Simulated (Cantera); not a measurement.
# Hydrogen reduction and annealing atmospheres: Ta2O5 + H2

Input: 1 mol Ta2O5, 1900 mol H2, equilibrated at 1.33 mbar.

Method: chemical equilibrium by Gibbs-energy minimisation in Cantera with the NASA 1993 tables (ideal gas, pure condensed phases). Candidate condensed phases: H2O, Ta, Ta2O5; 12 gas species. Mutual solubility and eutectic melting of coexisting phases are not modelled. Condensed phases not in the tables: N, O or C dissolved in the metal. Kinetics and transport are ignored.

```json
[
 {"T (K)": "923", "log p H2": "-2.88", "log p H": "-11.05", "log p H2O": "-10.27", "log p TaO2": "<-14", "log p TaO": "<-14", "n Ta2O5(s)": "1.000", "n Ta(s)": "0"},
 {"T (K)": "1023", "log p H2": "-2.88", "log p H": "-9.82", "log p H2O": "-9.40", "log p TaO2": "<-14", "log p TaO": "<-14", "n Ta2O5(s)": "1.000", "n Ta(s)": "0.000225"},
 {"T (K)": "1123", "log p H2": "-2.88", "log p H": "-8.81", "log p H2O": "-8.69", "log p TaO2": "<-14", "log p TaO": "<-14", "n Ta2O5(s)": "0.999", "n Ta(s)": "0.00116"},
 {"T (K)": "1223", "log p H2": "-2.88", "log p H": "-7.96", "log p H2O": "-8.10", "log p TaO2": "<-14", "log p TaO": "<-14", "n Ta2O5(s)": "0.998", "n Ta(s)": "0.00448"},
 {"T (K)": "1323", "log p H2": "-2.88", "log p H": "-7.24", "log p H2O": "-7.61", "log p TaO2": "-13.85", "log p TaO": "-14.47", "n Ta2O5(s)": "0.993", "n Ta(s)": "0.0140"},
 {"T (K)": "1423", "log p H2": "-2.88", "log p H": "-6.62", "log p H2O": "-7.19", "log p TaO2": "-12.20", "log p TaO": "-12.85", "n Ta2O5(s)": "0.981", "n Ta(s)": "0.0371"},
 {"T (K)": "1523", "log p H2": "-2.88", "log p H": "-6.07", "log p H2O": "-6.82", "log p TaO2": "-10.77", "log p TaO": "-11.44", "n Ta2O5(s)": "0.957", "n Ta(s)": "0.0856"},
 {"T (K)": "1623", "log p H2": "-2.88", "log p H": "-5.60", "log p H2O": "-6.51", "log p TaO2": "-9.52", "log p TaO": "-10.21", "n Ta2O5(s)": "0.911", "n Ta(s)": "0.177"},
 {"T (K)": "1723", "log p H2": "-2.88", "log p H": "-5.18", "log p H2O": "-6.23", "log p TaO2": "-8.42", "log p TaO": "-9.12", "n Ta2O5(s)": "0.830", "n Ta(s)": "0.334"}
]
```
log p: log10 of the partial pressure in bar; n: condensed amount in mol.

At 923 K the condensed part is Ta2O5(s). From 1023 K to 1723 K the condensed part is Ta(s) + Ta2O5(s).
